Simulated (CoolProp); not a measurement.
Computed with CoolProp (reference Helmholtz-energy equation of state, Kamei 1995).

Give the vapour pressure (kPa), vapour density (kg/m³), liquid cp (kJ/(kg K)), surface tension (mN/m) of saturated R22 at 25.75, 33.65, 37.65 °C.


```csv
T (°C),p (kPa),vapour density (kg/m³),liquid cp (kJ/(kg K)),surface tension (mN/m)
25.75,1070,45.2,1.26,8.01
33.65,1310,55.9,1.30,6.90
37.65,1450,62.2,1.32,6.35
```

Surface tension comes from a separate correlation (Mulero 2012).
